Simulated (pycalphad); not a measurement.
An equivalent pycalphad script:

```python
from pycalphad import Database, equilibrium, calculate, variables as v
import numpy as np
db = Database('COST507.tdb')
comps = ['AL', 'SI', 'C', 'VA']
phases = ['AL4C3', 'AL4SIC4', 'AL8SIC7', 'CSI', 'DIAMOND_A4', 'FCC_A1', 'GRAPHITE', 'LIQUID']
eq = equilibrium(db, comps, phases, {v.X('SI'): 0.0026, v.X('C'): 0.026, v.T: np.arange(1850, 499, -50), v.P: 101325, v.N: 1}, output=['HM', 'SM'])
```

CALPHAD calculation (pycalphad, COST 507 light-alloy database (1999)), 1 atm. The database dates from 1999; later assessments differ in places, in temperatures and in the compounds included. Amounts are mole fractions of atoms. Kinetics are ignored, which matters at the lower temperatures.

Results at three of the temperatures:

```
T = 1250.00 K, P = 101325 Pa, N = 1 mol of atoms
G = -62310 J/mol, H = 36029 J/mol, S = 78.67 J/(mol K)  (SER reference)
chemical potentials (J/mol): Al -62029, Si -103546, C -68715
phase             fraction      x(Al)      x(Si)       x(C)
LIQUID              0.9393     0.9972     0.0028   2.22e-06
AL4C3               0.0607     0.5713   9.12e-05     0.4286
```

```
T = 1100.00 K, P = 101325 Pa, N = 1 mol of atoms
G = -50804 J/mol, H = 31324 J/mol, S = 74.66 J/(mol K)  (SER reference)
chemical potentials (J/mol): Al -50216, Si -83960, C -69443
phase             fraction      x(Al)      x(Si)       x(C)
LIQUID              0.9393     0.9972     0.0028    8.5e-08
AL4C3               0.0607     0.5713   7.91e-05     0.4286
```

```
T = 900.00 K, P = 101325 Pa, N = 1 mol of atoms
G = -36807 J/mol, H = 14849 J/mol, S = 57.40 J/(mol K)  (SER reference)
chemical potentials (J/mol): Al -35867, Si -51511, C -70469
phase             fraction      x(Al)      x(Si)       x(C)
FCC_A1              0.9400     0.9993   0.000704   1.44e-12
AL8SIC7             0.0309     0.5000     0.0625     0.4375
AL4C3               0.0291     0.5713   0.000169     0.4286
```

Changes of the phase set, refined by bisection:

```
T (K)          phases above           phases below
-----  --------------------  ---------------------
931.8        AL4C3 + liquid   AL4C3 + fcc + liquid
927.8  AL4C3 + fcc + liquid  AL4C3 + AL8SIC7 + fcc
```

Database names, with the compositions (at.%) that they take in these runs: AL4C3: Al 57 C 43; AL8SIC7: Al 50 C 44 Si 6. FCC_A1 is fcc.
